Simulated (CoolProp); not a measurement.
Vapour-liquid equilibrium of carbon dioxide (1) + n-pentane (2) at 9.45 °C; x and y are mole fractions of (1).

Computed with CoolProp (multi-fluid Helmholtz-energy mixture model, Span 1996 and Thol 2019; pair parameters Kunz 2012).

```tsv
x	bubble pressure (kPa)	y at the bubble point	dew pressure at overall composition x (kPa)	liquid density (mol/L)
0.05	292.6	0.871	38.96	9.082
0.2	___	0.964	___	9.969
0.35	1884	0.977	57.17	___
0.5	___	0.981	74.46	12.37
0.65	2872	0.984	106.6	14.01
0.8	3358	0.988	187.7	___
0.95	4097	0.996	792.8	18.72
```

Q: Fill in the missing entries.

A: 
- 0.2, bubble pressure (kPa): 1133
- 0.2, dew pressure at overall composition x (kPa): 46.36
- 0.35, liquid density (mol/L): 11.05
- 0.5, bubble pressure (kPa): 2439
- 0.8, liquid density (mol/L): 16.10

No azeotrope shows between x = 0.05 and 0.95.

Pair parameters are fitted to limited data, so mixtures are less certain than the pure fluids. The gap from Raoult's law changes sign with composition, which may be real or a fault of the pair parameters; it wasn't checked against measurements.
